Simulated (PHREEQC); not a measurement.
Dissolve 4.4 mmol/kgw NaOH and 0.16 mmol/kgw CO2 at 25 °C. Closed to the air; pH follows from the charge balance.

Computed with PHREEQC (Pitzer model, pitzer.dat).

Q: The ionic strength comes out as 0.00455 mol/kgw. What activity coefficients do OH-, CO3-2, HCO3-, Na+ get?

A: OH- 0.93, CO3-2 0.74, HCO3- 0.97, Na+ 0.93. Single-ion values are on the MacInnes scale.

Precipitation was switched off in this run.
